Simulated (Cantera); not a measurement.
Standard-state values (1 bar) from the NASA 1993 polynomials, evaluated with Cantera. Values are per mole of reaction as written; species without (g) are pure solids or liquids, kept so even where they would boil at 1 bar. TiC: taken at fixed stoichiometry.

### Question
Between 1723 and 2023 K, where is each reaction favourable under standard conditions?
- 9 TiC + 11 O₃(g) → 9 CO₂(g) + 3 Ti₃O₅

### Answer
- 9 TiC + 11 O₃(g) → 9 CO₂(g) + 3 Ti₃O₅: ΔG° is -10083 kJ at 1723 K and -9977 kJ at 2023 K; it stays negative (K > 1). ΔH° is -10688 kJ and ΔS° -351 J/K at 2023 K.
